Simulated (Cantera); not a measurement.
A Cantera script and what it prints.

```python
import numpy as np
import cantera as ct

gas_names = """
    Fe FeO Fe(OH)2 H HO2 H2 H2O H2O2 H2S H2SO4 O OH O2 O3 S SH SO SO2 SO3 S2 S2O S8
""".split()
cond_names = """
    Fe(a) Fe(c) Fe(d) Fe(L) FeO(s) FeO(L) Fe(OH)2(s) Fe(OH)3(s) FeS(a) FeS(b) FeS(c) FeS(L) FeSO4(s)
    FeS2(s) Fe2O3(s) Fe2S3O12(s) Fe3O4(s) H2O(s) H2O(L) H2SO4(L) S(cr1) S(cr2) S(L)
""".split()


# ... load() reads the species with a 1 bar reference pressure and builds the phases ...
atoms = {
    'FeS2': {'Fe': 1, 'S': 2},
    'SO2': {'S': 1, 'O': 2},
    'H2O': {'H': 2, 'O': 1},
}
top_T = {'FeSO4(s)': 950, 'FeS2(s)': 1010, 'Fe2O3(s)': 1830, 'Fe2S3O12(s)': 1100, 'Fe3O4(s)': 1870}  # K; cautious upper limits of use, not melting points


# ... equilibrate(T, P, feed) seeds the gas with the atoms and calls Mixture.equilibrate('TP', solver="vcs", rtol=1e-11, max_steps=5000) ...
results = []
feed = {'FeS2': 1, 'SO2': 1.5, 'H2O': 7.4}  # mol
T = 773  # K
P = 1000  # Pa
mix = equilibrate(T, P, feed)
results.append((T, P, feed, dict(zip(mix.species_names, mix.species_moles))))
x = sorted(zip(gas.X, gas.species_names), reverse=True)
print(f"T = {T:g} K  P = {P:g} Pa  gas = {mix.phase_moles(0):.4g} mol")
print("   x: " + "  ".join(f"{s} {v:.3e}" for v, s in x if v > 1e-06))
print("   condensed (mol): " + ("  ".join(f"{mix.phase(i).name} {mix.phase_moles(i):.4g}"
      for i in range(1, mix.n_phases) if mix.phase_moles(i) > 1e-12) or "none"))
```

Result:

```
T = 773 K  P = 1000 Pa  gas = 8.924 mol
   x: H2O 8.210e-01  SO2 1.676e-01  H2S 7.803e-03  S2 3.125e-03  H2 4.370e-04  S2O 1.146e-04
   condensed (mol): FeS2(s) 0.9386  Fe3O4(s) 0.02047
```

Cantera equilibrium calculation (NASA polynomials, part measured and part estimated; ideal gas, pure solids and liquids). Gases not in the tables: S3 to S7.
